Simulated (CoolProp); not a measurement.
Model: reference Helmholtz-energy equation of state, Lemmon 2006, in CoolProp. It is a short technical equation, of lower accuracy than the large ones.

Question: Give the vapour pressure (MPa), vapour density (kg/m³), liquid cp (kJ/(kg K)) of saturated carbon monoxide at -179.55, -170.05 °C.

Answer: 
```csv
T (°C),p (MPa),vapour density (kg/m³),liquid cp (kJ/(kg K))
-179.55,0.328,13.0,2.22
-170.05,0.680,26.4,2.36
```
